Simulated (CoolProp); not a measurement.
Saturation properties of CH2F2 (R32) (Tc = 78.1 °C, pc = 5783 kPa, ω = 0.277).

Computed with CoolProp (reference Helmholtz-energy equation of state, Tillner-Roth 1997).

```
T (°C)  p (kPa)  liquid density (kg/m³)  enthalpy of vaporisation (kJ/kg)  vapour Z  vapour viscosity (µPa s)
------  -------  ----------------------  --------------------------------  --------  ------------------------
-15.35    481.9                    1106                             337.8    0.8873                      11.6
-12.55    532.8                       …                             333.9    0.8799                      11.7
-9.75     587.7                       …                             329.9    0.8723                      11.9
-6.85     649.0                    1078                             325.7    0.8640                      12.0
-4.05     712.7                    1069                             321.5    0.8557                      12.1
-1.15     783.6                    1059                                 …    0.8468                      12.3
1.65      856.9                    1050                             312.7    0.8378                      12.4
4.55      938.3                    1039                             308.0    0.8282                      12.6
7.35       1022                    1029                             303.4    0.8185                      12.7
10.15      1112                    1019                             298.7    0.8085                      12.9
13.05      1211                    1008                                 …    0.7978                      13.0
15.85      1312                   997.6                             288.5    0.7870                      13.2
18.75      1424                   986.3                             283.2    0.7755                      13.4
21.55      1539                   975.2                             277.8    0.7639                      13.5
24.45      1665                   963.3                             272.0    0.7515                      13.7
```

Problem. What belongs in the gaps?

Solution. 
- -12.55, liquid density (kg/m³): 1097
- -9.75, liquid density (kg/m³): 1088
- -1.15, enthalpy of vaporisation (kJ/kg): 317.1
- 13.05, enthalpy of vaporisation (kJ/kg): 293.6

It boils at -51.7 °C under 1 atm.

Viscosity comes from a separate model (Bell 2016), an estimate that may be off by 10 % or more.
